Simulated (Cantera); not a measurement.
An adiabatic, constant-volume homogeneous reactor starts with H2 : O2 : N2 = 1 : 0.725 : 2.72 (molar parts), equivalence ratio 0.69, at 1173 K and 26.6 atm. Integrator tolerance rtol = 1e-08.

Computed with Cantera and GRI-Mech 3.0 (53 species, 325 reactions). The hydrogen kinetics of GRI-Mech 3.0 are dated; newer H2 mechanisms differ, most at raised pressure. The pressure lies above the range GRI-Mech 3.0 was tuned for (to about 10 atm).

```
quantity                                                            before                                    after
---------------------------------  ---------------------------------------  ---------------------------------------
time of steepest temperature rise                                 0.203 ms                                  13.1 µs
temperature at 6.00 s                                               2924 K                                   3004 K
equilibrium temperature                                             2924 K                                   3004 K
x(H2) at 6.00 s                    0.00503 (gas-phase equilibrium 0.00503)  0.00688 (gas-phase equilibrium 0.00688)
x(O2) at 6.00 s                      0.0446 (gas-phase equilibrium 0.0446)    0.0434 (gas-phase equilibrium 0.0434)
x(H2O2) at 6.00 s                  5.99e-6 (gas-phase equilibrium 5.99e-6)  6.27e-6 (gas-phase equilibrium 6.27e-6)
x(HO2) at 6.00 s                   4.93e-5 (gas-phase equilibrium 4.93e-5)  5.43e-5 (gas-phase equilibrium 5.43e-5)
x(NO) at 6.00 s                      0.0186 (gas-phase equilibrium 0.0186)    0.0202 (gas-phase equilibrium 0.0202)
x(H2O) at 6.00 s                       0.237 (gas-phase equilibrium 0.237)      0.233 (gas-phase equilibrium 0.233)
```

**Question.** Name the change that produced these shifts.
(A) initial temperature 1173 to 1323 K
(B) H2 1 to 0.35 parts
(C) constant pressure in place of constant volume
(D) pressure from 26.6 atm to 4.64 atm

**Answer.** A, initial temperature 1173 to 1323 K
